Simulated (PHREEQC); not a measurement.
Dissolve 0.017 mol H3BO3 and 9e-05 mol NaHCO3 per kg of water at 20 °C. Closed to the air; pH follows from the charge balance.

The numbers come from PHREEQC with the Pitzer model, pitzer.dat.

Precipitation was switched off in this run.

Q: What pH, osmotic coefficient does the model give?

A: pH 6.55; osmotic coefficient 1.000.

Q: In which forms is C present?

A: HCO3- 60 %, CO2 40 % of the C.
